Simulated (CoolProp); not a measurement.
Vapour-liquid equilibrium of carbon dioxide (1) + R125 (2) at 0.943 MPa; x and y are mole fractions of (1).

Model: multi-fluid Helmholtz-energy mixture model, Span 1996 and Lemmon 2005; pair parameters Bell 2016, in CoolProp.

Q: Give the bubble temperature and the first vapour's composition at x = 0.2, 0.5, 0.65. Is there an azeotrope?

A: x = 0.2: 262.3 K, y = 0.551; x = 0.5: 244.8 K, y = 0.831; x = 0.65: 239.8 K, y = 0.893. No azeotrope shows between x = 0.05 and 0.95.

The pair parameters rest on a limited set of measurements; away from them the model extrapolates.
